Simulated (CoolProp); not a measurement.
Acetone along the isotherm 535.3 K: density (kg/m³) from the reference equation and from simpler models built on Tc = 508.1 K, pc = 4.692 MPa, ω = 0.307; each cubic takes its own stable root.

Values from CoolProp's reference Helmholtz-energy equation of state, Lemmon 2006. It is a short technical equation, of lower accuracy than the large ones.

```tsv
p (MPa)	phase	reference
1.47	gas	21.49
2.93	gas	49.43
4.4	gas	90.77
5.87	supercritical	172.9
7.33	supercritical	345.6
8.8	supercritical	408.1
10.3	supercritical	439.6
11.7	supercritical	459.7
13.2	supercritical	476.3
14.7	supercritical	489.8
16.1	supercritical	500.6
17.6	supercritical	510.7
19.1	supercritical	519.6
20.5	supercritical	527.2
22	supercritical	534.7
23.5	supercritical	541.5
```

Task: How far does each simpler model (ideal gas, van der Waals, Redlich-Kwong, Soave-Redlich-Kwong, Peng-Robinson) lie from the reference over these 16 states: mean and median of the absolute difference, and the worst?

Result: 
- ideal gas: mean 52.2 %, median 55.4 %, worst -72.3 % at 535.3 K and 7.33 MPa
- van der Waals: mean 27.5 %, median 35.5 %, worst -36.1 % at 535.3 K and 23.5 MPa
- Redlich-Kwong: mean 16.9 %, median 21.2 %, worst -24.2 % at 535.3 K and 8.8 MPa
- Soave-Redlich-Kwong: mean 19.6 %, median 22.6 %, worst -28.6 % at 535.3 K and 7.33 MPa
- Peng-Robinson: mean 13.0 %, median 14.4 %, worst -22.9 % at 535.3 K and 7.33 MPa
